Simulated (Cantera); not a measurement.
Input (Python, Cantera):

```python
import numpy as np
import cantera as ct

surf = ct.Interface("diamond.yaml", "diamond_100")
gas, bulk = surf.adjacent["gas"], surf.adjacent["diamond"]
k = surf.kinetics_species_index(bulk.species_names[0])
cover = ["c6HH", "c6H*", "c6*H", "c6**", "c6HM", "c6B"]

rows, drift = [], 0.0
print(f"{'T':>10s}{'um/h':>11s}" + "".join(f"{s:>11s}" for s in cover))
for v in [925, 1000, 1075, 1150, 1225, 1300, 1375]:
    T, P, xH, xCH3 = v, 8800, 0.014, 0.00011
    gas.TPX = T, P, {"H": xH, "CH3": xCH3, "CH4": 0.0033, "H2": 1 - xH - xCH3 - 0.0033}
    surf.TP = bulk.TP = T, P
    surf.coverages = "c6H*:0.1, c6HH:0.9"
    surf.advance_coverages(100.0)
    before = surf.coverages
    surf.advance_coverages(100.0)
    drift = max(drift, np.max(np.abs(surf.coverages - before) / (surf.coverages + 1e-9)))
    rate = surf.net_production_rates[k] * bulk.mean_molecular_weight / bulk.density * 3.6e9
    rows.append([rate, *surf[cover].coverages])
    print(f"{v:10.4g}{rate:11.4e}" + "".join(f"{x:11.3e}" for x in rows[-1][1:]))
```

Output:

```
         T       um/h       c6HH       c6H*       c6*H       c6**       c6HM        c6B
       925 3.4933e+00  6.626e-01  1.237e-02  3.121e-01  5.448e-03  5.890e-03  9.479e-09
      1000 5.0818e+00  5.933e-01  1.847e-02  3.727e-01  9.747e-03  4.242e-03  1.379e-08
      1075 6.7102e+00  5.293e-01  2.553e-02  4.247e-01  1.589e-02  3.040e-03  1.821e-08
      1150 7.5839e+00  4.721e-01  3.325e-02  4.674e-01  2.401e-02  1.995e-03  2.058e-08
      1225 6.5142e+00  4.220e-01  4.132e-02  5.008e-01  3.409e-02  1.016e-03  1.768e-08
      1300 4.4394e+00  3.785e-01  4.944e-02  5.253e-01  4.594e-02  3.696e-04  1.205e-08
      1375 3.3365e+00  3.411e-01  5.735e-02  5.419e-01  5.921e-02  1.108e-04  9.054e-09
```

Model: the Harris–Goodwin 1993 mechanism for the reconstructed diamond (100) surface, integrated in Cantera.
